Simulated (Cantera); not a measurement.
A perfectly stirred reactor is fed with CH4 : O2 : N2 = 1 : 1.18 : 4.42 (molar parts), at 1.00 bar; it is adiabatic with a 500 K inlet, and is followed from long to short residence time, starting on the burning branch (τ in s: 0.056, 0.03, 0.016, 0.0084, 0.0044, 0.0024, 0.0013, 0.00067, 0.00035, 0.00019, 0.0001, 5.3e-05).

Computed with Cantera and GRI-Mech 3.0 (53 species, 325 reactions).

What does this change do: CH4 1 to 1.3 parts?


| quantity | before | after |
|---|---|---|
| blow-out, bracketed by the residence times tried | burning at 1.30 ms, out at 0.670 ms | burning at 8.40 ms, out at 4.40 ms |
| x(CH4) at τ = 56.0 ms | 0.00373 | 0.0220 |
| x(O2) at τ = 56.0 ms | 0.000460 | 0.00237 |
| x(H) at τ = 56.0 ms | 0.000483 | 0.000112 |
| x(HCO) at τ = 56.0 ms | 9.12e-8 | 4.39e-8 |
| x(H2O) at τ = 56.0 ms | 0.161 | 0.160 |
| x(CH4) at τ = 1.30 ms | 0.0112 | 0.188 |
| x(O2) at τ = 1.30 ms | 0.0100 | 0.171 |
| x(H) at τ = 1.30 ms | 0.000841 | <1e-12 |
| x(HCO) at τ = 1.30 ms | 2.12e-6 | <1e-12 |
| x(H2O) at τ = 1.30 ms | 0.167 | <1e-12 |

What does this change do: inlet temperature 500 to 625 K?


```
quantity                                                                       before                                 after
------------------------------------------------  -----------------------------------  ------------------------------------
blow-out, bracketed by the residence times tried  burning at 1.30 ms, out at 0.670 ms  burning at 0.670 ms, out at 0.350 ms
x(CH4) at τ = 56.0 ms                                                         0.00373                               0.00188
x(O2) at τ = 56.0 ms                                                         0.000460                              0.000251
x(H) at τ = 56.0 ms                                                          0.000483                              0.000806
x(HCO) at τ = 56.0 ms                                                         9.12e-8                               1.15e-7
x(H2O) at τ = 56.0 ms                                                           0.161                                 0.157
x(CH4) at τ = 1.30 ms                                                          0.0112                               0.00674
x(O2) at τ = 1.30 ms                                                           0.0100                               0.00540
x(H) at τ = 1.30 ms                                                          0.000841                               0.00144
x(HCO) at τ = 1.30 ms                                                         2.12e-6                               2.32e-6
x(H2O) at τ = 1.30 ms                                                           0.167                                 0.166
```
